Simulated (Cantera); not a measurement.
Cantera with NASA thermochemical tables; ideal gases at 1 bar, condensed phases pure. Values are per mole of reaction as written; species without (g) are pure solids or liquids, kept so even where they would boil at 1 bar.

2 OH(g) + Ba → Ba(OH)₂, with ΔH° = -1025.0 kJ and ΔS° = -322.6 J/K at 300 K.

**Question.** How far is the shortcut ΔG° ≈ ΔH°(300 K) − T·ΔS°(300 K) from the full temperature-dependent value at 900, 1100, 1300, 1500, 1700, 1900 K?

**Answer.** 
```csv
T (K),shortcut (kJ),full (kJ),difference (kJ),difference in log10 K,condensed phases
900,-734.6,-750.0,15.4,-0.89,"Ba(s), Ba(OH)₂(l)"
1100,-670.1,-697.1,27.0,-1.28,"Ba(l), Ba(OH)₂(l)"
1300,-605.6,-644.8,39.2,-1.58,"Ba(l), Ba(OH)₂(l)"
1500,-541.0,-593.6,52.6,-1.83,"Ba(l), Ba(OH)₂(l)"
1700,-476.5,-543.4,66.9,-2.06,"Ba(l), Ba(OH)₂(l)"
1900,-412.0,-494.0,82.0,-2.25,"Ba(l), Ba(OH)₂(l)"
```
The shortcut ignores heat capacities and the phase changes listed.
